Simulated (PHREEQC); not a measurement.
Solution A (0.0038 mol NaCl per kg of water) is mixed with solution B (0.0089 mol/kgw HF, 0.15 mol/kgw NH4HF2 and 0.083 mol/kgw H3PO4) at 21 °C; shares are by mass of water, 1 kg in all. O2 is buffered at 0.21 atm. CO2 from the air is kept out. The run lets Halite precipitate or redissolve, and no other solid.

All values are PHREEQC results (ion-association model, wateq4f.dat), not measurements.

```csv
share of solution B,pH,HF (mol/kgw),H2F2 (mol/kgw)
0,7.07,0,0
0.1,2.79,0.0183,0.00101
0.2,2.74,0.0342,0.00354
0.3,2.72,0.0479,0.00698
0.4,2.72,0.0601,0.0110
0.5,2.71,0.0711,0.0155
0.6,2.70,0.0813,0.0203
0.7,2.70,0.0907,0.0254
0.8,2.70,0.0995,0.0306
0.9,2.70,0.108,0.0361
1,2.69,0.116,0.0417
```

Complexes and solids missing from the database can't appear. wateq4f.dat counts part of the HF as a dimer, H2F2, which phreeqc.dat doesn't know; its constant is uncertain. H3PO4, which wateq4f.dat lacks, is added to it with the constant of phreeqc.dat.
